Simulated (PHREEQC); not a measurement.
# City or well water

Synthetic water in mg/L, 20 °C, pH 8.13, pe -0.2:

```tsv
constituent	mg/L
Na	18.7
K	20
Ca	32.1
Mg	2.27
Cl	41
S(6) as SO4	33.6
Alkalinity as HCO3	68
Fe(2)	2.93
Mn(2)	0.0909
```

Valence states are taken as typed.

All values are PHREEQC results (ion-association model, phreeqc.dat), not measurements.

No solid was allowed to form.

Predict the specific conductance, charge-balance error.

specific conductance 308 µS/cm; charge-balance error 4.2 %.

In which forms is Mg present?

Mg+2 95 %, MgSO4 3.6 %, MgHCO3+ 0.9 % of the Mg.

Saturation is exceeded, for instance for Siderite; the values hold only as long as no solid forms.
